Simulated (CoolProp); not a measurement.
Model: reference Helmholtz-energy equation of state, Thol 2017, in CoolProp.

Give the vapour pressure (MPa), liquid density (kg/m³), vapour density (kg/m³), enthalpy of vaporisation (kJ/kg) of saturated decamethyltetrasiloxane (MD2M) at 408.4, 473.7 K.


```json
[
 {"T (K)": "408.4", "p (MPa)": "0.0182", "liquid density (kg/m³)": "736", "vapour density (kg/m³)": "1.70", "enthalpy of vaporisation (kJ/kg)": "151"},
 {"T (K)": "473.7", "p (MPa)": "0.117", "liquid density (kg/m³)": "659", "vapour density (kg/m³)": "10.1", "enthalpy of vaporisation (kJ/kg)": "127"}
]
```
